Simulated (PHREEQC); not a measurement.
NaCl is added in steps, without added water, to 1 kg of water holding 3.1 mmol/kgw NiCl2, 43 mmol/kgw Na2SO4 and 0.13 mmol/kgw H2SO4, at 25 °C. Oxygen alone is held at its pressure in air (log pO2 = -0.68). No CO2 enters from the air. Solids allowed: Ni(OH)2, Ni4(OH)6SO4, Halite, Mirabilite, Morenosite. Others were left out.

Base run: PHREEQC, ion-association model, wateq4f.dat. Each further column changes one thing. The table gives NiCl+ (mol/kgw).

| NaCl added (mol) | base | H2SO4 replaced by Ag2SO4 at the same molality | NiCl2 from 0.0031 to 0.00031 mol/kgw | temperature from 25 to 75 °C | no solid may form |
|---|---|---|---|---|---|
| 0 | 8.90e-6 | 8.51e-6 | 8.82e-8 | 7.48e-6 | 8.90e-6 |
| 0.0325 | 5.51e-5 | 5.47e-5 | 4.69e-6 | 4.68e-5 | 5.51e-5 |
| 0.08125 | 0.000122 | 0.000121 | 1.14e-5 | 0.000104 | 0.000122 |
| 0.1138 | 0.000164 | 0.000164 | 1.57e-5 | 0.000141 | 0.000164 |
| 0.1462 | 0.000205 | 0.000204 | 1.98e-5 | 0.000177 | 0.000205 |
| 0.1787 | 0.000244 | 0.000243 | 2.37e-5 | 0.000212 | 0.000244 |
| 0.2275 | 0.000299 | 0.000298 | 2.93e-5 | 0.000261 | 0.000299 |
| 0.26 | 0.000334 | 0.000333 | 3.28e-5 | 0.000293 | 0.000334 |

 Away from 25 °C the constants follow the database's enthalpies or fits; those with neither stay at their 25 °C values. Solids allowed in the column 'H2SO4 replaced by Ag2SO4 at the same molality': Ni(OH)2, Ni4(OH)6SO4, Cerargyrite, Ag2O, Ag2SO4, Halite, Mirabilite, Morenosite.
